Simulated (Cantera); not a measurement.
**Reactions in the system C-H-O-Ta**

Cantera with NASA thermochemical tables; ideal gases at 1 bar, condensed phases pure. Values are per mole of reaction as written; species without (g) are pure solids or liquids, kept so even where they would boil at 1 bar.

6 TaO2(g) + C6H6(g) + 9 H2O(g) ⇌ 6 CH3OH(g) + 3 Ta2O5

```json
[
 {"T (K)": "1825", "ΔH° (kJ)": "-3814.7", "ΔS° (J/K)": "-1562.2", "ΔG° (kJ)": "-963.7", "log10 K": "27.58", "condensed phases": "Ta2O5(s)"},
 {"T (K)": "1875", "ΔH° (kJ)": "-3804.4", "ΔS° (J/K)": "-1556.6", "ΔG° (kJ)": "-885.8", "log10 K": "24.68", "condensed phases": "Ta2O5(s)"},
 {"T (K)": "1925", "ΔH° (kJ)": "-3793.9", "ΔS° (J/K)": "-1551.1", "ΔG° (kJ)": "-808.1", "log10 K": "21.93", "condensed phases": "Ta2O5(s)"},
 {"T (K)": "1975", "ΔH° (kJ)": "-3783.5", "ΔS° (J/K)": "-1545.8", "ΔG° (kJ)": "-730.6", "log10 K": "19.32", "condensed phases": "Ta2O5(s)"},
 {"T (K)": "2025", "ΔH° (kJ)": "-3773.0", "ΔS° (J/K)": "-1540.5", "ΔG° (kJ)": "-653.5", "log10 K": "16.86", "condensed phases": "Ta2O5(s)"},
 {"T (K)": "2075", "ΔH° (kJ)": "-3400.0", "ΔS° (J/K)": "-1359.2", "ΔG° (kJ)": "-579.6", "log10 K": "14.59", "condensed phases": "Ta2O5(l)"},
 {"T (K)": "2125", "ΔH° (kJ)": "-3382.9", "ΔS° (J/K)": "-1351.1", "ΔG° (kJ)": "-511.8", "log10 K": "12.58", "condensed phases": "Ta2O5(l)"}
]
```

2 Ta + 5 C2H5OH(g) + 5 H2(g) ⇌ 10 CH4(g) + Ta2O5

```json
[
 {"T (K)": "1825", "ΔH° (kJ)": "-1613.3", "ΔS° (J/K)": "-161.5", "ΔG° (kJ)": "-1318.5", "log10 K": "37.74", "condensed phases": "Ta(s), Ta2O5(s)"},
 {"T (K)": "1875", "ΔH° (kJ)": "-1609.8", "ΔS° (J/K)": "-159.6", "ΔG° (kJ)": "-1310.5", "log10 K": "36.51", "condensed phases": "Ta(s), Ta2O5(s)"},
 {"T (K)": "1925", "ΔH° (kJ)": "-1606.2", "ΔS° (J/K)": "-157.7", "ΔG° (kJ)": "-1302.6", "log10 K": "35.34", "condensed phases": "Ta(s), Ta2O5(s)"},
 {"T (K)": "1975", "ΔH° (kJ)": "-1602.5", "ΔS° (J/K)": "-155.8", "ΔG° (kJ)": "-1294.7", "log10 K": "34.24", "condensed phases": "Ta(s), Ta2O5(s)"},
 {"T (K)": "2025", "ΔH° (kJ)": "-1598.6", "ΔS° (J/K)": "-153.9", "ΔG° (kJ)": "-1287.0", "log10 K": "33.20", "condensed phases": "Ta(s), Ta2O5(s)"},
 {"T (K)": "2075", "ΔH° (kJ)": "-1473.7", "ΔS° (J/K)": "-93.2", "ΔG° (kJ)": "-1280.3", "log10 K": "32.23", "condensed phases": "Ta(s), Ta2O5(l)"},
 {"T (K)": "2125", "ΔH° (kJ)": "-1467.4", "ΔS° (J/K)": "-90.2", "ΔG° (kJ)": "-1275.8", "log10 K": "31.36", "condensed phases": "Ta(s), Ta2O5(l)"}
]
```
